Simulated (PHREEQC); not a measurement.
Consider water at 25 °C with 0.0025 mol/kgw KOH, 0.24 mol/kgw Al(NO3)3 and 0.0048 mol/kgw CO2. Closed to the air; pH follows from the charge balance.

Computed with PHREEQC (ion-association model, phreeqc.dat).

```
quantity                   before    after
------------------------  -------  -------
pH                           3.52     3.55
AlOH+2 (mol/kgw)          0.00286  0.00159
Al(OH)2+ (mol/kgw)        1.89e-5  1.34e-5
HCO3- (mol/kgw)           1.51e-5  6.62e-6
(CO2)2 (mol/kgw)          5.84e-7  1.24e-7
Al(OH)3 (mol/kgw)         4.16e-9  3.98e-9
SI of Gibbsite (Al(OH)3)    +0.59    +0.50
```

Task: Which change was made?
A) temperature from 25 to 55 °C
B) KOH from 0.0025 to 0.00025 mol/kgw
C) temperature from 25 to 90 °C
D) diluted 2-fold with water
E) temperature from 25 to 50 °C

Result: D, diluted 2-fold with water

This is a speciation only: nothing precipitates in the calculation. The ionic strength passes 0.7 mol/kgw, the rough limit of the ion-association models, in every such run. Some of these states are supersaturated (in Gibbsite (slow to form), for instance).
